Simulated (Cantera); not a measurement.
What does this Cantera script print?

```python
import numpy as np
import cantera as ct

gas_names = """
    H HO2 H2 H2O H2O2 Hg O OH O2 O3
""".split()
cond_names = """
    H2O(s) H2O(L) Hg(cr) Hg(L) HgO(s)
""".split()


def load(file, names, dense=False):
    # The tables refer to 1 bar. Condensed volumes are neglected.
    table = {s.name: s for s in ct.Species.list_from_file(file)}
    out = []
    for n in names:
        d = dict(table[n].input_data)
        d["thermo"] = dict(d["thermo"], **{"reference-pressure": 1e5})
        if dense:
            d["equation-of-state"] = {"model": "constant-volume", "density": "1e6 g/cm^3"}
        out.append(ct.Species.from_dict(d))
    return out


gas = ct.Solution(thermo="ideal-gas", species=load("nasa_gas.yaml", gas_names))
cond = {s.name: ct.Solution(thermo="fixed-stoichiometry", species=[s], name=s.name)
        for s in load("nasa_condensed.yaml", cond_names, dense=True)}
atoms = {
    'HgO': {'Hg': 1, 'O': 1},
    'H2': {'H': 2},
}
top_T = {}  # K; cautious upper limits of use, not melting points


def equilibrate(T, P, feed):
    n = {}
    for name, mol in feed.items():
        for a, k in atoms[name].items():
            n[a] = n.get(a, 0.0) + k * mol
    gas.TPX = T, P, n
    mass = sum(n.values()) * gas.mean_molecular_weight
    gas.equilibrate("TP")
    valid = [c for c in cond.values() if c.min_temp <= T <= top_T.get(c.name, c.max_temp)]
    mix = ct.Mixture([(gas, mass / gas.mean_molecular_weight)] + [(c, 0.0) for c in valid])
    mix.T, mix.P = T, P
    mix.equilibrate("TP", solver="vcs", rtol=1e-11, max_steps=5000)
    return mix


results = []
feed = {'HgO': 1, 'H2': 3}  # mol
T = 1050  # K
P = 5900  # Pa
mix = equilibrate(T, P, feed)
results.append((T, P, feed, dict(zip(mix.species_names, mix.species_moles))))
x = sorted(zip(gas.X, gas.species_names), reverse=True)
print(f"T = {T:g} K  P = {P:g} Pa  gas = {mix.phase_moles(0):.4g} mol")
print("   x: " + "  ".join(f"{s} {v:.3e}" for v, s in x if v > 0.0001))
print("   condensed (mol): " + ("  ".join(f"{mix.phase(i).name} {mix.phase_moles(i):.4g}"
      for i in range(1, mix.n_phases) if mix.phase_moles(i) > 1e-12) or "none"))
```

It prints:

```
T = 1050 K  P = 5900 Pa  gas = 4 mol
   x: H2 5.000e-01  Hg 2.500e-01  H2O 2.500e-01
   condensed (mol): none
```

These are equilibrium values from Cantera (NASA tables, ideal gas, pure condensed phases), not measurements of a reactor.
